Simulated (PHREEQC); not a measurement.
A solution holds 0.017 mol/kgw HBF4, at 20 °C. Closed to the air; pH follows from the charge balance.

Computed with PHREEQC (ion-association model, wateq4f.dat).

```tsv
quantity	before	after
pH	1.85	2.74
ionic strength (mol/kgw)	0.0158	0.00190
BF4- (mol/kgw)	0.0146	0.000754
HF (mol/kgw)	0.00666	0.00232
H3BO3 (mol/kgw)	0.00159	0.000785
BF3OH- (mol/kgw)	0.000728	0.000108
```

### Question
Which change was made?
A) temperature from 20 to 35 °C
B) diluted 10-fold with water
C) HBF4 from 0.017 to 0.0255 mol/kgw
D) diluted 5-fold with water
E) diluted 2-fold with water

### Answer
B, diluted 10-fold with water

No solid was allowed to form. Real BF4- forms and hydrolyses slowly; the run takes it at equilibrium.
